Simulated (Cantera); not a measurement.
A closed system holds: 1 mol Cu₂O, 96 mol H₂, 78 mol N₂, equilibrated at 1750 K and 0.100 bar.

These are equilibrium values from Cantera (NASA tables, ideal gas, pure condensed phases), not measurements of a reactor. Candidate condensed phases: Cu, CuO, Cu(OH)₂, Cu₂O, H₂O; 27 gas species. Equilibrium is a limit: real reactors are often held back by kinetics, nucleation or transport.

Base state: H₂ 0.544, N₂ 0.447, H₂O 0.00573, Cu 0.00299, H 0.000542 (mole fractions); condensed: Cu(l).

Task: What changes in the equilibrium state with this change: 0.21 mol CO₂ added?

Result: 
```csv
species,before,after
H₂,0.544,0.542
N₂,0.447,0.446
H₂O,0.00573,0.00692
CO,0,0.00120
Cu,0.00299,0.00299
H,0.000542,0.000541
"Cu(l), mol",1.48,1.48
```
Further candidate phases: C, C₆H₆, C₇H₈, C₈H₁₈.
